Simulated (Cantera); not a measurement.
Feed: 1 mol AlN, a varied amount of Cl2, equilibrated at 1098.15 K and 0.130 bar.

Equilibrium computed with Cantera from the NASA thermochemical tables; the gas is ideal and each condensed phase is pure. Candidate condensed phases: Al, AlCl3, AlN; 11 gas species. Rates play no part.

At 24 mol Cl2, list the 4 most abundant gas species with their mole fractions, and the condensed phases.

Cl2 0.934, AlCl3 0.0416, N2 0.0208, Cl 0.00397. Condensed: gas only.
